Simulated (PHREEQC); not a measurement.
Consider water at 25 °C with 0.0039 mol/kgw Na2B4O7. Closed to the air; pH follows from the charge balance.

All values are PHREEQC results (ion-association model, wateq4f.dat), not measurements.

Each row changes one thing in this solution. This is a speciation only: nothing precipitates in the calculation.

| case | pH | ionic strength (mol/kgw) |
|---|---|---|
| as made | 9.20 | 0.00780 |
| temperature from 25 to 20 °C | 9.24 | 0.00780 |
| diluted 100-fold with water | 9.09 | 7.80e-5 |
| Na2B4O7 replaced by NaAlO2 at the same molality | 8.63 | 0.00390 |

Complexes and solids missing from the database can't appear. Some of these states are supersaturated (in Al(OH)3(a), Boehmite (slow to form), for instance).
